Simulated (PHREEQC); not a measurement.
1.1 g of hydrous ferric oxide (600 m²/g; 0.2 weak and 0.005 strong sites per Fe, Dzombak-Morel constants, diffuse double layer) in 1 kg of water with 0.005 mol/kgw of an inert sodium salt and 0.00029 mol Na2SO4 and 5.2e-06 mol Na2SeO4, at 25 °C; the pH is set by adding NaOH or the inert anion's acid. O2 is buffered at 0.21 atm. The system is closed to CO2. Nothing may precipitate in this run.

Base run: PHREEQC, ion-association model, wateq4f.dat. Each further column changes one thing. The table gives S sorbed (%).

```
pH   base  no electrostatic term (-no_edl)  background salt from 0.005 to 0.0005 mol/kgw  oxide from 1.1 to 5.5 g/kgw
--  -----  -------------------------------  --------------------------------------------  ---------------------------
4   100.0                              0.5                                         100.0                        100.0
5    99.8                              0.5                                             ?                        100.0
6    92.1                              0.6                                          94.7                            ?
7    35.6                              0.7                                             ?                            ?
8     1.4                                ?                                           1.7                            ?
9     0.0                              0.5                                           0.0                          0.1
10    0.0                              0.1                                           0.0                          0.0
```

Task: Complete the blanks.

Result: 
- 5, background salt from 0.005 to 0.0005 mol/kgw: 99.9
- 6, oxide from 1.1 to 5.5 g/kgw: 99.5
- 7, background salt from 0.005 to 0.0005 mol/kgw: 40.5
- 7, oxide from 1.1 to 5.5 g/kgw: 80.2
- 8, no electrostatic term (-no_edl): 0.9
- 8, oxide from 1.1 to 5.5 g/kgw: 6.6
